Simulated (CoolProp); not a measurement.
Saturation properties of C2F6 (R116).

Model: reference Helmholtz-energy equation of state, Lemmon 2006, in CoolProp. It is a short technical equation, of lower accuracy than the large ones.

```
T (°C)  p (MPa)  vapour Z  liquid viscosity (µPa s)  vapour viscosity (µPa s)  liquid conductivity (mW/(m K))
------  -------  --------  ------------------------  ------------------------  ------------------------------
-41.15   0.5182    0.8578                       225                      10.8                            61.5
-34.95   0.6455    0.8338                       203                      11.1                            59.0
-28.65   0.7973    0.8066                       182                      11.5                            56.5
-22.35   0.9741    0.7762                       163                      11.9                            53.9
-16.05    1.178    0.7422                       146                      12.3                            51.3
-9.85     1.409    0.7045                       129                      12.9                            48.7
-3.55     1.677    0.6607                       113                      13.7                            45.9
2.75      1.982    0.6094                      97.7                      14.8                            43.1
9.05      2.329    0.5466                      81.8                      16.5                            40.2
```

It boils at -78.1 °C under 1 atm.

Viscosity comes from a separate model (Huber 2003), an estimate that may be off by 10 % or more. Thermal conductivity comes from a separate model (Huber 2003), an estimate that may be off by 10 % or more.
